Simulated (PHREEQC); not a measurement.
Consider water at 25 °C and 300 atm with 0.28 mol/kgw Cu(NO3)2, 0.0013 mol/kgw HCl and 0.025 mol/kgw Na2SO4. It is in equilibrium with CO2 at log p = -3.4 (atm). Otherwise closed; pH follows from the charge balance.

Equilibrium calculation in PHREEQC: ion-association model, phreeqc.dat.

Precipitation was switched off in this run.

### Question
Estimate the pH, activity of water, ionic strength.

### Answer
pH 3.06; activity of water 0.985; ionic strength 0.860 mol/kgw.

### Question
In which forms is S present?

### Answer
CuSO4 55 %, SO4-2 42 %, NaSO4- 1.9 %, HSO4- 0.6 % of the S.

The ionic strength is past about 0.7 mol/kgw, beyond the range of this activity model, so the values are rough. Under pressure, the constants of complexes without a molar volume in the database are unreliable.
